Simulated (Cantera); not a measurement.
Feed: 1 mol FeS₂, 67 mol H₂, 0.83 mol H₂O, at 2173 K and 0.140 bar.

These are equilibrium values from Cantera (NASA tables, ideal gas, pure condensed phases), not measurements of a reactor. Rates play no part.

```
species        before    after
-----------  --------  -------
H₂              0.938    0.973
H₂S           0.00957   0.0147
H₂O            0.0117   0.0122
Fe             0.0143    <1e-9
H              0.0125    <1e-9
S             0.00172    <1e-9
S₂            0.00507  3.86e-9
SH            0.00702  1.36e-8
SO           0.000110    <1e-9
OH            2.09e-5    <1e-9
FeS(s), mol         0     1.00
```
Gas species are given as mole fractions.

Q: Name the change that produced these shifts.
A) temperature from 2173 K to 1873.15 K
B) temperature from 2173 K to 873 K
C) pressure from 0.140 bar to 7.00 bar
D) H₂ from 67 to 220 mol

A: B, temperature from 2173 K to 873 K. FeS: taken at fixed stoichiometry
